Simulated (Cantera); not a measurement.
An adiabatic, constant-pressure homogeneous reactor starts with CH3OH : O2 : N2 = 1 : 2.73 : 10.3 (molar parts), at 1800 K and 3750 Torr. Integrator tolerance rtol = 1e-08.

Computed with Cantera and GRI-Mech 3.0 (53 species, 325 reactions). GRI-Mech 3.0 was tuned for natural gas; its chemistry of methanol as a main component is partial and can be far from experiment.

What does this change do: pressure from 3750 Torr to 480 Torr?


```tsv
quantity	before	after
time of steepest temperature rise	7.80 µs	51.7 µs
temperature at 3.00 s	2716 K	2612 K
equilibrium temperature	2716 K	2612 K
x(CH3OH) at 3.00 s	<1e-12 (gas-phase equilibrium <1e-12)	<1e-12 (gas-phase equilibrium <1e-12)
x(O2) at 3.00 s	0.0750 (gas-phase equilibrium 0.0750)	0.0771 (gas-phase equilibrium 0.0771)
x(H2O) at 3.00 s	0.124 (gas-phase equilibrium 0.124)	0.118 (gas-phase equilibrium 0.118)
x(NO) at 3.00 s	0.0183 (gas-phase equilibrium 0.0183)	0.0157 (gas-phase equilibrium 0.0157)
x(C2H2) at 3.00 s	<1e-12 (gas-phase equilibrium <1e-12)	<1e-12 (gas-phase equilibrium <1e-12)
```
